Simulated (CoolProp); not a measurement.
Properties of diethyl ether at several states.

Values from CoolProp's reference Helmholtz-energy equation of state, Thol 2014.

```csv
T (K),p (MPa),phase,density (kg/m³),cv (kJ/(kg K)),fugacity coefficient
527,0.0224,gas,0.3794,2.207,0.9987
339.1,0.805,liquid,658.6,___,0.3211
525.8,0.36,gas,6.240,___,0.9785
323.5,0.253,liquid,___,___,0.6430
357.9,6.57,liquid,646.9,1.893,0.07819
```

Question: Some entries are withheld; supply them.

Answer: 
- 339.1, cv (kJ/(kg K)): 1.865
- 525.8, cv (kJ/(kg K)): 2.209
- 323.5, density (kg/m³): 677.6
- 323.5, cv (kJ/(kg K)): 1.832
